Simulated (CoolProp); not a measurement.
Vapour-liquid equilibrium of n-pentane (1) + benzene (2) at 333 K; x and y are mole fractions of (1).

The numbers come from the multi-fluid Helmholtz-energy mixture model, Thol 2019 and Thol 2012; pair parameters Bell 2016 in CoolProp.

| x | bubble pressure (bar) | y at the bubble point | dew pressure at overall composition x (bar) | liquid density (mol/L) |
|---|---|---|---|---|
| 0.05 | 0.6706 | 0.258 | 0.5436 | 10.54 |
| 0.15 | 0.9186 | 0.503 | 0.5984 | 10.24 |
| 0.25 | 1.116 | 0.627 | 0.6649 | 9.950 |
| 0.35 | 1.282 | 0.706 | 0.7474 | 9.670 |
| 0.45 | 1.427 | 0.764 | 0.8515 | 9.402 |
| 0.55 | 1.561 | 0.813 | 0.9856 | 9.144 |
| 0.65 | 1.688 | 0.856 | 1.161 | 8.896 |
| 0.75 | 1.814 | 0.897 | 1.389 | 8.658 |
| 0.85 | 1.941 | 0.938 | 1.670 | 8.430 |
| 0.95 | 2.071 | 0.979 | 1.980 | 8.211 |

No azeotrope shows between x = 0.05 and 0.95.

Pair parameters are fitted to limited data, so mixtures are less certain than the pure fluids.
